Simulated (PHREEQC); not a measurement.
# Acid rinse or clean: an equilibrium model

Consider water at 25 °C with 0.21 mol/kgw HCl and 0.016 mol/kgw NiCl2. Closed to the air; pH follows from the charge balance.

Computed with PHREEQC (ion-association model, wateq4f.dat).

No solid was allowed to form.

Problem. Predict the pH, activity of water.

Solution. pH 0.78; activity of water 0.992.

Problem. In which forms is Ni present?

Solution. Ni+2 81 %, NiCl+ 14 %, NiCl2 5.6 % of the Ni.

Complexes and solids missing from the database can't appear.
